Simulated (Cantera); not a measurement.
A Cantera script and what it prints.

```python
import numpy as np
import cantera as ct

gas_names = [...]  # 116 gases of nasa_gas.yaml made of C, H, Mg, O
cond_names = """
    C(gr) C6H6(L) C7H8(L) C8H18(L),n-octa H2O(s) H2O(L) Mg(cr) Mg(L) MgCO3(s) MgO(s) MgO(L) MgO2H2(s)
""".split()


# ... load() reads the species with a 1 bar reference pressure and builds the phases ...
atoms = {
    'MgO': {'Mg': 1, 'O': 1},
    'C': {'C': 1},
    'H2': {'H': 2},
}
top_T = {'C(gr)': 4500}  # K; cautious upper limits of use, not melting points


# ... equilibrate(T, P, feed) seeds the gas with the atoms and calls Mixture.equilibrate('TP', solver="vcs", rtol=1e-11, max_steps=5000) ...
results = []
feed = {'MgO': 1, 'C': 0.1, 'H2': 0.017}  # mol
P = 1000  # Pa
for T in [1423, 1448, 1473, 1498, 1523, 1548, 1573, 1598, 1623, 1648, 1673, 1698, 1723, 1748]:
    mix = equilibrate(T, P, feed)
    results.append((T, P, feed, dict(zip(mix.species_names, mix.species_moles))))

top = {s: max(r[3][s] / sum(r[3][g] for g in gas_names) for r in results) for s in gas_names}
cols = sorted((s for s in top if top[s] > 1e-05), key=lambda s: -top[s])[:7]
seen = [c for c in cond_names if any(r[3].get(c, 0) > 1e-12 for r in results)]
print("log10 of partial pressures in bar; condensed amounts in mol")
print(f"{'T/K':>10s}" + "".join(f"{s[:9]:>10s}" for s in cols + seen))
for T, P, feed, n in results:
    ng = sum(n[g] for g in gas_names)
    print(f"{T:10.4g}" + "".join(f"{np.log10(max(n[s] / ng * P / 1e5, 1e-99)):10.3f}" for s in cols)
          + "".join(f"{n.get(c, 0):10.4g}" for c in seen))
```

Result:

```
log10 of partial pressures in bar; condensed amounts in mol
       T/K        H2        CO        Mg         H       MgH       CH4 C2H2,acet     C(gr)    MgO(s)
      1423    -2.018    -3.701    -3.701    -6.187    -6.733    -6.455    -7.482   0.09965    0.9996
      1448    -2.028    -3.504    -3.504    -6.049    -6.529    -6.533    -7.351   0.09943    0.9994
      1473    -2.044    -3.314    -3.314    -5.920    -6.335    -6.621    -7.231   0.09909    0.9991
      1498    -2.070    -3.131    -3.131    -5.800    -6.153    -6.725    -7.125   0.09852    0.9985
      1523    -2.109    -2.954    -2.954    -5.691    -5.984    -6.857    -7.037   0.09757    0.9976
      1548    -2.174    -2.782    -2.783    -5.599    -5.834    -7.036    -6.979   0.09581    0.9958
      1573    -2.287    -2.617    -2.617    -5.534    -5.714    -7.311    -6.972   0.09205     0.992
      1598    -2.522    -2.456    -2.457    -5.535    -5.660    -7.828    -7.092   0.08024    0.9802
      1623    -3.107    -2.336    -2.337    -5.714    -5.822    -9.113    -7.706         0       0.9
      1648    -3.107    -2.336    -2.337    -5.604    -5.813    -9.459    -8.199         0       0.9
      1673    -3.107    -2.336    -2.337    -5.497    -5.803    -9.793    -8.678         0       0.9
      1698    -3.108    -2.337    -2.337    -5.394    -5.794   -10.118    -9.141         0       0.9
      1723    -3.108    -2.337    -2.337    -5.293    -5.785   -10.433    -9.591         0       0.9
      1748    -3.108    -2.337    -2.337    -5.195    -5.776   -10.739   -10.028         0       0.9
```

Cantera equilibrium calculation (NASA polynomials, part measured and part estimated; ideal gas, pure solids and liquids). The tables' values for MgH are old estimates; treat these amounts as uncertain.
